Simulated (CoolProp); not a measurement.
A single-stage vapour-compression cycle with trans-2-butene: evaporating at 244.15 K (dew point), condensing at 301.15 K (bubble point), superheat 10 K, subcooling 5 K, compressor efficiency 0.9, no pressure losses. Each further row changes one setting.

Model: reference Helmholtz-energy equation of state, Lemmon 2005, in CoolProp. It is a short technical equation, of lower accuracy than the large ones.

```
case                              cooling COP  pressure ratio  discharge temperature (K)  refrigerating effect (kJ/kg)  volumetric capacity (kJ/m³)
--------------------------------  -----------  --------------  -------------------------  ----------------------------  ---------------------------
as stated                                3.25            9.33                      325.6                           331                          245
evaporating temperature 249.15 K         3.71            7.32                          ?                             ?                            ?
condensing temperature 296.15 K          3.64            7.98                      320.3                           342                          254
subcooling 10 K                             ?            9.33                      325.6                           342                          254
superheat 20 K                              ?            9.33                      336.1                           345                          246
compressor efficiency 0.8                   ?            9.33                      332.8                           331                          245
```

Q: What belongs in the gaps?

A: 
- evaporating temperature 249.15 K, discharge temperature (K): 323.3
- evaporating temperature 249.15 K, refrigerating effect (kJ/kg): 337
- evaporating temperature 249.15 K, volumetric capacity (kJ/m³): 314
- subcooling 10 K, cooling COP: 3.36
- superheat 20 K, cooling COP: 3.26
- compressor efficiency 0.8, cooling COP: 2.89
